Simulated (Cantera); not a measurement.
What does this Cantera script print?

```python
import numpy as np
import cantera as ct

gas_names = """
    CL CL2 H HCL H2 N NH NH2 NH3 N2 N2H2 N2H4 Si SiCL SiCL2 SiCL3 SiCL4 SiH SiHCL3 SiH2 SiH2CL2 SiH3
    SiH3CL SiH4 SiN Si2 Si2N Si3
""".split()
cond_names = """
    NH4CL(a) NH4CL(b) Si(cr) Si(L) Si3N4(a)
""".split()


def load(file, names, dense=False):
    # The tables refer to 1 bar. Condensed volumes are neglected.
    table = {s.name: s for s in ct.Species.list_from_file(file)}
    out = []
    for n in names:
        d = dict(table[n].input_data)
        d["thermo"] = dict(d["thermo"], **{"reference-pressure": 1e5})
        if dense:
            d["equation-of-state"] = {"model": "constant-volume", "density": "1e6 g/cm^3"}
        out.append(ct.Species.from_dict(d))
    return out


gas = ct.Solution(thermo="ideal-gas", species=load("nasa_gas.yaml", gas_names))
cond = {s.name: ct.Solution(thermo="fixed-stoichiometry", species=[s], name=s.name)
        for s in load("nasa_condensed.yaml", cond_names, dense=True)}
atoms = {
    'SiH2Cl2': {'Si': 1, 'H': 2, 'CL': 2},
    'NH3': {'N': 1, 'H': 3},
}
top_T = {'Si3N4(a)': 2400}  # K; cautious upper limits of use, not melting points


def equilibrate(T, P, feed):
    n = {}
    for name, mol in feed.items():
        for a, k in atoms[name].items():
            n[a] = n.get(a, 0.0) + k * mol
    gas.TPX = T, P, n
    mass = sum(n.values()) * gas.mean_molecular_weight
    gas.equilibrate("TP")
    valid = [c for c in cond.values() if c.min_temp <= T <= top_T.get(c.name, c.max_temp)]
    mix = ct.Mixture([(gas, mass / gas.mean_molecular_weight)] + [(c, 0.0) for c in valid])
    mix.T, mix.P = T, P
    mix.equilibrate("TP", solver="vcs", rtol=1e-11, max_steps=5000)
    return mix


results = []
feed = {'SiH2Cl2': 1, 'NH3': 41}  # mol
P = 133.322  # Pa
for T in [1575, 1625, 1675, 1725, 1775, 1825, 1875]:
    mix = equilibrate(T, P, feed)
    results.append((T, P, feed, dict(zip(mix.species_names, mix.species_moles))))

top = {s: max(r[3][s] / sum(r[3][g] for g in gas_names) for r in results) for s in gas_names}
cols = sorted((s for s in top if top[s] > 0.0001), key=lambda s: -top[s])[:5]
seen = [c for c in cond_names if any(r[3].get(c, 0) > 1e-12 for r in results)]
print("log10 of partial pressures in bar; condensed amounts in mol")
print(f"{'T/K':>10s}" + "".join(f"{s[:9]:>10s}" for s in cols + seen))
for T, P, feed, n in results:
    ng = sum(n[g] for g in gas_names)
    print(f"{T:10.4g}" + "".join(f"{np.log10(max(n[s] / ng * P / 1e5, 1e-99)):10.3f}" for s in cols)
          + "".join(f"{n.get(c, 0):10.4g}" for c in seen))
```

Output:

```
log10 of partial pressures in bar; condensed amounts in mol
       T/K        H2        N2       HCL         H        Si    Si(cr)     Si(L)  Si3N4(a)
      1575    -3.007    -3.497    -4.553    -5.885    -7.386         0         0    0.2915
      1625    -3.010    -3.488    -4.576    -5.657    -6.788    0.8259         0         0
      1675    -3.011    -3.488    -4.579    -5.441    -6.363    0.8016         0         0
      1725    -3.012    -3.489    -4.578    -5.237    -5.993         0    0.7639         0
      1775    -3.014    -3.490    -4.576    -5.045    -5.659         0    0.6874         0
      1825    -3.016    -3.492    -4.576    -4.864    -5.342         0    0.5281         0
      1875    -3.021    -3.494    -4.579    -4.694    -5.043         0    0.2166         0
```

Method: chemical equilibrium by Gibbs-energy minimisation in Cantera with the NASA 1993 tables (ideal gas, pure condensed phases). The tables' values for SiCl, SiN are old estimates; treat these amounts as uncertain. Gases not in the tables: Si2H6 and higher silanes.
